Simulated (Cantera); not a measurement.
A counterflow diffusion flame at 760 Torr, nozzles 20 mm apart: fuel side 100 % CH₃OH at 350 K, oxidiser side 19.0 % O₂, 81.0 % N₂ at 350 K, fuel mass flux 1.1 times the oxidiser's; mixture-averaged transport, no radiation.

Detailed kinetics in Cantera: GRI-Mech 3.0 (53 species, 325 reactions). GRI-Mech 3.0 was tuned for natural gas; its chemistry of methanol as a main component is partial and can be far from experiment. GRI-Mech 3.0 has no aromatics or soot, which form on the fuel side of real flames. The maximum strain rate includes the flame's own expansion and is several times the mean.

x: mole fraction; the columns are a selection and need not sum to one.

```tsv
oxidiser flux (kg/m²/s)	max strain (1/s)	mean strain (1/s)	T max (K)	peak x OH	peak x H	peak x NO	peak x CO	peak x C₂H₂
0.25	152	24.8	1963	0.00719	0.00565	3.98e-5	0.151	…
0.34	199	33.7	1933	0.00725	0.00620	3.50e-5	0.150	…
0.46	261	45.6	1902	0.00722	0.00672	3.11e-5	0.148	…
0.63	347	62.5	1868	0.00718	0.00730	2.77e-5	0.146	…
0.85	457	84.3	1841	0.00717	0.00785	2.53e-5	0.144	…
1.1	581	109	1815	0.00710	0.00831	2.32e-5	0.142	…
1.6	823	159	1774	0.00685	0.00888	1.99e-5	0.139	0.000237
2.1	1060	208	1743	0.00661	0.00921	1.74e-5	0.137	0.000245
2.8	1390	278	1710	0.00626	0.00945	1.48e-5	0.135	0.000241
3.9	1900	387	1671	0.00576	0.00951	1.16e-5	0.132	…
```

**Question.** Fill in the missing entries.

**Answer.** 
- 0.25, peak x C₂H₂: 9.40e-5
- 0.34, peak x C₂H₂: 0.000115
- 0.46, peak x C₂H₂: 0.000137
- 0.63, peak x C₂H₂: 0.000163
- 0.85, peak x C₂H₂: 0.000190
- 1.1, peak x C₂H₂: 0.000212
- 3.9, peak x C₂H₂: 0.000214
